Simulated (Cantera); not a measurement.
A closed system holds: 1 mol Si, 0.085 mol H2O, 900 mol N2, at 1673 K.

Method: chemical equilibrium by Gibbs-energy minimisation in Cantera with the NASA 1993 tables (ideal gas, pure condensed phases). Candidate condensed phases: H2O, Si, SiO2, Si2N2O, Si3N4; 35 gas species. Mutual solubility and eutectic melting of coexisting phases are not modelled. The numbers say what is thermodynamically allowed, not how fast it happens.

Q: What share of the Si ends up in condensed phases as a function of P (Pa), at 0.100, 0.750, 5.60, 42, 320, 2400, 18000, 130000, 1000000?

A: 
```tsv
P (Pa)	Si condensed (%)	as
0.100	0.0	-
0.750	0.0	-
5.60	0.0	-
42	0.0	-
320	85.5	Si3N4(s)
2400	91.3	Si3N4(s)
18000	96.7	Si2N2O(s) + Si3N4(s)
130000	99.8	Si2N2O(s) + Si3N4(s)
1000000	100.0	Si2N2O(s) + Si3N4(s)
```
